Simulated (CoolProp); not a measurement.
Chloromethane (R40) along the isotherm 188.25 °C: Z from the reference equation and from simpler models built on Tc = 145.5 °C, pc = 6929 kPa, ω = 0.150; each cubic takes its own stable root.

Values from CoolProp's reference Helmholtz-energy equation of state, Thol 2014.

```json
[
 {"p (kPa)": "346", "phase": "gas", "reference": "0.9867", "Pitzer virial": "0.9876", "Redlich-Kwong": "0.9871", "Peng-Robinson": "0.9858"},
 {"p (kPa)": "693", "phase": "gas", "reference": "0.9731", "Pitzer virial": "0.9751", "Redlich-Kwong": "0.9740", "Peng-Robinson": "0.9714"},
 {"p (kPa)": "1040", "phase": "gas", "reference": "0.9594", "Pitzer virial": "0.9626", "Redlich-Kwong": "0.9607", "Peng-Robinson": "0.9568"},
 {"p (kPa)": "1390", "phase": "gas", "reference": "0.9453", "Pitzer virial": "0.9500", "Redlich-Kwong": "0.9471", "Peng-Robinson": "0.9420"},
 {"p (kPa)": "1730", "phase": "gas", "reference": "0.9315", "Pitzer virial": "0.9378", "Redlich-Kwong": "0.9337", "Peng-Robinson": "0.9275"},
 {"p (kPa)": "2080", "phase": "gas", "reference": "0.9171", "Pitzer virial": "0.9252", "Redlich-Kwong": "0.9197", "Peng-Robinson": "0.9123"},
 {"p (kPa)": "2430", "phase": "gas", "reference": "0.9025", "Pitzer virial": "0.9127", "Redlich-Kwong": "0.9054", "Peng-Robinson": "0.8970"},
 {"p (kPa)": "2770", "phase": "gas", "reference": "0.8880", "Pitzer virial": "0.9005", "Redlich-Kwong": "0.8913", "Peng-Robinson": "0.8820"},
 {"p (kPa)": "3120", "phase": "gas", "reference": "0.8729", "Pitzer virial": "0.8879", "Redlich-Kwong": "0.8766", "Peng-Robinson": "0.8664"},
 {"p (kPa)": "3460", "phase": "gas", "reference": "0.8580", "Pitzer virial": "0.8757", "Redlich-Kwong": "0.8620", "Peng-Robinson": "0.8510"}
]
```
